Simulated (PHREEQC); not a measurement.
1 kg of water holding 3.5 mmol/kgw NaCl, 5.7 mmol/kgw Na2CO3 and 74 mmol/kgw NaOH is evaporated at 40 °C; the solids stay in contact with the brine. The system is closed to CO2. The run lets Halite, Nahcolite, Natron, Trona precipitate or redissolve, and no other solid.

Base run: PHREEQC, Pitzer model, pitzer.dat. Each further column changes one thing. The table gives water activity.

```csv
H2O removed (mol),base,temperature from 40 to 50 °C,temperature from 40 to 5 °C
0,0.997,0.997,0.997
24.69,0.995,0.995,0.995
38.4,0.991,0.991,0.991
46.01,0.984,0.984,0.984
50.23,0.970,0.970,0.971
51.94,0.955,0.955,(withheld)
53.53,0.915,0.915,(withheld)
54.41,0.831,(withheld),(withheld)
54.9,0.654,(withheld),0.621
55.17,0.334,(withheld),0.225
```

### Question
Some entries are withheld; supply them.

### Answer

- 51.94, temperature from 40 to 5 °C: 0.956
- 53.53, temperature from 40 to 5 °C: 0.916
- 54.41, temperature from 40 to 50 °C: 0.832
- 54.41, temperature from 40 to 5 °C: 0.829
- 54.9, temperature from 40 to 50 °C: 0.664
- 55.17, temperature from 40 to 50 °C: 0.379

At this temperature some constants are extrapolated from 25 °C, and those without enthalpy data are left unchanged.
